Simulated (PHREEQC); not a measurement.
Dissolve 10 mmol/kgw HF and 21 mmol/kgw (CH3)4NF at 20 °C. Closed to the air; pH follows from the charge balance.

Model: ion-association model, wateq4f.dat, run in PHREEQC.

```
quantity                    before     after
------------------------  --------  --------
pH                            3.46      3.37
ionic strength (mol/kgw)    0.0214    0.0215
HF (mol/kgw)               0.00850   0.00826
HF2- (mol/kgw)            0.000652  0.000542
H2F2 (mol/kgw)            0.000226  0.000356
```

Q: Name the change that produced these shifts.
(A) diluted 100-fold with water
(B) temperature from 20 to 5 °C
(C) (CH3)4NF replaced by (CH3)4NCl at the same molality
(D) (CH3)4NF left out
(E) diluted 5-fold with water

A: B, temperature from 20 to 5 °C

No solid was allowed to form. (CH3)4N+ isn't in the database: it is added as a free cation with an ion size of 4 Å. Constants without temperature data keep their 25 °C values here.
